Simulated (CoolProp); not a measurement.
Diethyl ether at several states: fugacity coefficient from the reference equation and from simpler models built on Tc = 467.9 K, pc = 3.717 MPa, ω = 0.282; each cubic takes its own stable root.

Computed with CoolProp (reference Helmholtz-energy equation of state, Thol 2014).

```
T (K)  p (MPa)   phase  reference
-----  -------  ------  ---------
502.8   0.0109     gas     0.9992
416.7    0.263     gas     0.9642
370.4     2.34  liquid     0.2444
484.1   0.0147     gas     0.9988
```

Q: How far does each simpler model (van der Waals, Redlich-Kwong, Peng-Robinson) lie from the reference over these 4 states: mean and median of the absolute difference, and the worst?

A: 
- van der Waals: mean 26.5 %, median 0.4 %, worst +105.0 % at 370.4 K and 2.34 MPa
- Redlich-Kwong: mean 8.8 %, median 0.1 %, worst +35.1 % at 370.4 K and 2.34 MPa
- Peng-Robinson: mean 0.1 %, median 0.1 %, worst -0.2 % at 370.4 K and 2.34 MPa
